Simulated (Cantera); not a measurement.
A perfectly stirred reactor is fed with CH4 : N2 = 1 : 1.1 (molar parts), at 120 Torr; it is held at 1950 K, and followed from long to short residence time.

Detailed kinetics in Cantera: GRI-Mech 3.0 (53 species, 325 reactions). GRI-Mech 3.0 stops at C3 and has no aromatics, soot or wall deposition, so with more carbon than oxygen in the feed, carbon stays in small species such as C2H2 where larger ones or solid carbon would form.

Problem. What does this change do: CH4 1 to 0.11 parts?

Solution. 
```tsv
quantity	before	after
x(CH4) at τ = 6.40 s	0.00217	0.000472
x(C2H2) at τ = 6.40 s	0.160	0.0401
x(CH3) at τ = 6.40 s	0.000176	7.26e-5
x(H2) at τ = 6.40 s	0.480	0.124
x(H) at τ = 6.40 s	0.00196	0.000962
x(CH4) at τ = 0.200 s	0.0140	0.00359
x(C2H2) at τ = 0.200 s	0.156	0.0396
x(CH3) at τ = 0.200 s	0.000980	0.000427
x(H2) at τ = 0.200 s	0.468	0.119
x(H) at τ = 0.200 s	0.00167	0.000725
```

Problem. What does this change do: N2 1.1 to 2.4 parts?

Solution. 
| quantity | before | after |
|---|---|---|
| x(CH4) at τ = 6.40 s | 0.00217 | 0.00146 |
| x(C2H2) at τ = 6.40 s | 0.160 | 0.112 |
| x(CH3) at τ = 6.40 s | 0.000176 | 0.000140 |
| x(H2) at τ = 6.40 s | 0.480 | 0.338 |
| x(H) at τ = 6.40 s | 0.00196 | 0.00164 |
| x(CH4) at τ = 0.200 s | 0.0140 | 0.00981 |
| x(C2H2) at τ = 0.200 s | 0.156 | 0.109 |
| x(CH3) at τ = 0.200 s | 0.000980 | 0.000791 |
| x(H2) at τ = 0.200 s | 0.468 | 0.328 |
| x(H) at τ = 0.200 s | 0.00167 | 0.00134 |
